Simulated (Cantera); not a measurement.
**Low-pressure radical oxidation in H2/O2**

An isothermal, constant-pressure homogeneous reactor starts with 13.8 % H2, 86.2 % O2, at 1000 K and 2670 Pa.

Cantera simulation using the H2/O2 subset of GRI-Mech 3.0, which has no nitrogen chemistry; the numbers are that mechanism's predictions, not measurements. Radical loss at walls, strong at low pressure, is not modelled. The temperature is held fixed by assumption; the heat of reaction is taken as removed at once.

```tsv
t (s)	x H2	x O2	x O	x H2O2	x H2O	x HO2
8.00e-6	0.138	0.862	<1e-12	<1e-12	<1e-12	1.85e-11
2.56e-5	0.138	0.862	8.74e-12	<1e-12	3.58e-12	5.94e-11
8.21e-5	0.138	0.862	7.71e-11	<1e-12	7.62e-11	1.92e-10
0.000263	0.138	0.862	1.03e-9	<1e-12	2.02e-9	6.58e-10
0.000843	0.138	0.862	3.34e-7	7.76e-12	8.24e-7	2.09e-8
0.00270	0.0154	0.813	0.0244	8.27e-7	0.104	2.47e-5
0.00865	0.000826	0.849	0.00269	6.89e-7	0.146	1.74e-5
0.0277	6.96e-5	0.852	0.000191	3.78e-7	0.148	4.40e-6
0.0888	6.64e-6	0.852	2.04e-5	1.54e-7	0.148	7.82e-7
0.285	6.34e-7	0.852	3.20e-6	5.53e-8	0.148	1.45e-7
0.912	8.49e-8	0.852	6.74e-7	1.95e-8	0.148	3.26e-8
2.92	1.79e-8	0.852	1.70e-7	6.86e-9	0.148	8.64e-9
9.36	4.57e-9	0.852	4.69e-8	2.36e-9	0.148	2.61e-9
30.0	1.28e-9	0.852	1.37e-8	7.91e-10	0.148	1.05e-9
```
x: mole fraction; the columns are a selection and need not sum to one.

Equilibrium at this temperature and pressure: H2 8.65e-11, O2 0.852, O 8.95e-10, H2O2 6.29e-11, H2O 0.148, HO2 1.31e-9 (gas phase only).
